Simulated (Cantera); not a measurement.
A perfectly stirred reactor is fed with 0.695 % CO, 1.37 % O2, 0.0118 % H2O, 97.9 % N2, at 500000 Pa; it is held at 1125 K, and followed from long to short residence time.

Cantera simulation using GRI-Mech 3.0 (53 species, 325 reactions); the numbers are that mechanism's predictions, not measurements.

x: mole fraction; the columns are a selection and need not sum to one.

```tsv
τ (s)	x CO	x O2	x H2O	x N2O	x NO	x OH
22	0.000718	0.0106	0.000118	2.01e-6	?	2.22e-8
6.4	0.00180	0.0112	0.000117	2.22e-6	?	2.27e-8
1.9	0.00362	0.0121	0.000117	1.67e-6	?	2.26e-8
0.53	0.00554	0.0130	0.000117	7.64e-7	?	2.12e-8
0.15	0.00654	0.0135	0.000117	2.35e-7	5.97e-10	1.79e-8
0.044	0.00687	0.0137	0.000117	5.22e-8	3.09e-11	1.15e-8
0.013	0.00695	0.0137	0.000117	1.46e-9	<1e-12	6.83e-10
0.0037	0.00695	0.0137	0.000118	1.09e-10	<1e-12	5.78e-11
0.0011	0.00695	0.0137	0.000118	1.95e-11	<1e-12	1.40e-11
```

Task: Some entries are withheld; supply them.

Result: 
- 22, x NO: 2.74e-7
- 6.4, x NO: 1.50e-7
- 1.9, x NO: 4.75e-8
- 0.53, x NO: 7.07e-9
